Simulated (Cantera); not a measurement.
A perfectly stirred reactor is fed with 2.54 % C3H8, 20.5 % O2, 77.0 % N2, at 1.01 bar; it is adiabatic with a 348 K inlet, and is followed from long to short residence time, starting on the burning branch (τ in s: 0.074, 0.033, 0.014, 0.0063, 0.0028, 0.0012, 0.00054, 0.00024, 0.00011, 4.6e-05).

Model: GRI-Mech 3.0 (53 species, 325 reactions), integrated in Cantera. GRI-Mech 3.0 was tuned for natural gas; its chemistry of propane as a main component is partial and can be far from experiment.

**Question.** Predict: blow-out, bracketed by the residence times tried; x(C3H8) at τ = 74.0 ms; x(O2) at τ = 74.0 ms; x(C2H2) at τ = 74.0 ms; x(N2O) at τ = 74.0 ms; x(O) at τ = 74.0 ms; x(C3H8) at τ = 1.20 ms; x(O2) at τ = 1.20 ms; x(C2H2) at τ = 1.20 ms; x(N2O) at τ = 1.20 ms; x(O) at τ = 1.20 ms.

**Answer.** 
| Item | Value |
|---|---|
| blow-out, bracketed by the residence times tried | burning at 0.240 ms, out at 0.110 ms |
| x(C3H8) at τ = 74.0 ms | 1.18e-6 |
| x(O2) at τ = 74.0 ms | 0.0757 |
| x(C2H2) at τ = 74.0 ms | 1.68e-6 |
| x(N2O) at τ = 74.0 ms | 5.95e-7 |
| x(O) at τ = 74.0 ms | 0.000243 |
| x(C3H8) at τ = 1.20 ms | 1.96e-5 |
| x(O2) at τ = 1.20 ms | 0.0786 |
| x(C2H2) at τ = 1.20 ms | 5.56e-6 |
| x(N2O) at τ = 1.20 ms | 4.16e-7 |
| x(O) at τ = 1.20 ms | 0.00220 |
